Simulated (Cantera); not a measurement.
Charge: 1 mol FeS₂, 0.18 mol H₂S, 0.55 mol O₂, 0.25 mol SO₂, at 750 K and 4.40 bar.

Cantera equilibrium calculation (NASA polynomials, part measured and part estimated; ideal gas, pure solids and liquids). Candidate condensed phases: Fe, FeO, Fe(OH)₂, Fe(OH)₃, FeS, FeSO₄, FeS₂, Fe₂O₃, Fe₂(SO₄)₃, Fe₃O₄, H₂O, H₂SO₄, S; 22 gas species. Gases not in the tables: S₃ to S₇. Rates play no part.

Base state: SO₂ 0.780, H₂O 0.219, H₂S 0.000566, S₂ 0.000174, S₂O 0.000132 (mole fractions); condensed: FeS₂(s) + Fe₃O₄(s).

Problem. What changes in the equilibrium state with this change: H₂S from 0.18 to 0.65 mol?

Solution. 
```csv
species,before,after
H₂O,0.219,0.492
SO₂,0.780,0.415
H₂S,0.000566,0.0454
S₈,<1e-9,0.0316
S₂,0.000174,0.0134
S₂O,0.000132,0.00250
H₂,4.19e-6,3.84e-5
"FeS₂(s), mol",0.895,1.00
"Fe₃O₄(s), mol",0.0351,0
```

Problem. What changes in the equilibrium state with this change: temperature from 750 K to 848.15 K?

Solution. 
```json
[
 {"species": "SO₂", "before": "0.780", "after": "0.778"},
 {"species": "H₂O", "before": "0.219", "after": "0.217"},
 {"species": "H₂S", "before": "0.000566", "after": "0.00220"},
 {"species": "S₂", "before": "0.000174", "after": "0.00192"},
 {"species": "H₂", "before": "4.19e-6", "after": "2.56e-5"},
 {"species": "S₂O", "before": "0.000132", "after": "0.000742"},
 {"species": "FeS₂(s), mol", "before": "0.895", "after": "0.892"},
 {"species": "Fe₃O₄(s), mol", "before": "0.0351", "after": "0.0358"}
]
```
